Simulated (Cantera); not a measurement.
An isothermal, constant-pressure homogeneous reactor starts with H2 : O2 = 0.006 : 1 (molar parts), equivalence ratio 0.0030, at 900 K and 2670 Pa.

Computed with Cantera and the H2/O2 subset of GRI-Mech 3.0, which has no nitrogen chemistry. Radical loss at walls, strong at low pressure, is not modelled. Below about 950 K walls govern HO2 and H2O2 in real vessels.

x: mole fraction; the columns are a selection and need not sum to one.

| t (s) | x H2 | x O2 | x HO2 | x H | x H2O | x O |
|---|---|---|---|---|---|---|
| 0.000500 | 0.00596 | 0.994 | 2.93e-12 | 1.04e-12 | <1e-12 | 2.21e-12 |
| 0.00107 | 0.00596 | 0.994 | 6.52e-12 | 1.91e-12 | 4.19e-12 | 7.49e-12 |
| 0.00229 | 0.00596 | 0.994 | 1.55e-11 | 5.19e-12 | 2.70e-11 | 3.14e-11 |
| 0.00489 | 0.00596 | 0.994 | 5.28e-11 | 3.38e-11 | 2.83e-10 | 2.50e-10 |
| 0.0105 | 0.00596 | 0.994 | (withheld) | 1.62e-9 | 1.53e-8 | 1.24e-8 |
| 0.0224 | 0.00589 | 0.994 | (withheld) | 6.29e-6 | 5.83e-5 | 4.50e-5 |
| 0.0478 | 0.000459 | 0.993 | (withheld) | 5.90e-5 | 0.00541 | 0.000634 |
| 0.102 | 8.13e-5 | 0.994 | (withheld) | 3.44e-6 | 0.00588 | 0.000152 |
| 0.219 | 2.47e-5 | 0.994 | (withheld) | 4.30e-7 | 0.00595 | 4.62e-5 |
| 0.468 | 8.50e-6 | 0.994 | (withheld) | 6.51e-8 | 0.00597 | 1.41e-5 |
| 1.00 | 2.93e-6 | 0.994 | (withheld) | 1.02e-8 | 0.00598 | 4.17e-6 |

Some entries are withheld; supply them.


- 0.0105, x HO2: 1.39e-9
- 0.0224, x HO2: 3.33e-6
- 0.0478, x HO2: 4.92e-6
- 0.102, x HO2: 1.48e-6
- 0.219, x HO2: 5.98e-7
- 0.468, x HO2: 2.63e-7
- 1.00, x HO2: 1.12e-7
